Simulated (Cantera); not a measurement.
Feed: 1 mol Si3N4, 0.069 mol N2O, 120 mol N2, at 39.0 Pa.

Cantera equilibrium calculation (NASA polynomials, part measured and part estimated; ideal gas, pure solids and liquids). Candidate condensed phases: Si, SiO2, Si2N2O, Si3N4; 16 gas species. Mutual solubility and eutectic melting of coexisting phases are not modelled. The tables' values for SiN are old estimates; treat these amounts as uncertain. Kinetics and transport are ignored.

x: gas mole fraction; n: condensed amount in mol.

```
T (K)   x N2     x Si     x SiO    x Si2N  n Si2N2O(s)  n Si3N4(s)  n Si(l)
-----  -----  -------  --------  --------  -----------  ----------  -------
950     1.00   <1e-12    <1e-12    <1e-12       0.0690       0.954        0
1100    1.00   <1e-12  4.75e-11    <1e-12       0.0690       0.954        0
1250    1.00        …         …    <1e-12       0.0690       0.954        0
1400   1.000  1.27e-7   4.00e-5  4.02e-10       0.0642       0.956        0
1550   0.999        …  0.000574         …            0       0.975        0
1700   0.998  0.00174  0.000564   3.75e-5            0           0     2.70
1850   0.982   0.0165  0.000555  0.000189            0           0    0.776
2000   0.976   0.0232  0.000552   3.20e-5            0           0        0
2150   0.976   0.0233  0.000552   3.96e-6            0           0        0
```

Task: Some entries are withheld; supply them.

Result: 
- 1550, x Si: 3.94e-5
- 1550, x Si2N: 5.99e-7
- 1250, x Si: 1.00e-10
- 1250, x SiO: 1.00e-7
